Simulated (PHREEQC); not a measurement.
Solution (73 °C): 10 mmol/kgw Cu(NO3)2. Closed to the air; pH follows from the charge balance.

Equilibrium calculation in PHREEQC: ion-association model, phreeqc.dat.

Q: The ionic strength comes out as 0.0300 mol/kgw. What activity coefficients do NO3-, Cu2(OH)2+2, Cu+2, H+ get?

A: NO3- 0.83, Cu2(OH)2+2 0.49, Cu+2 0.52, H+ 0.86.

No solid was allowed to form. At this temperature some constants are extrapolated from 25 °C, and those without enthalpy data are left unchanged.
